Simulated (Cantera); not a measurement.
Mixture: CH4 : H2 : O2 : N2 = 1 : 0.41 : 1.58 : 5.92 (molar parts), at 1.70 bar, adiabatic and at constant pressure. Ignition delay is the time to a rise of 400 K.

Detailed kinetics in Cantera: GRI-Mech 3.0 (53 species, 325 reactions).

```csv
quantity,before,after
delay at 1225 K,2.01 ms,0.236 ms
delay at 1375 K,0.573 ms,73.9 µs
delay at 1525 K,0.189 ms,28.4 µs
delay at 1675 K,74.4 µs,11.5 µs
apparent activation energy between 1600 and 1750 K,130 kJ/mol,140 kJ/mol
```

Task: Which change was made?
(A) constant volume in place of constant pressure
(B) pressure from 1.70 bar to 17.0 bar
(C) pressure from 1.70 bar to 0.610 bar
(D) N2 5.92 to 4 parts

Result: B, pressure from 1.70 bar to 17.0 bar
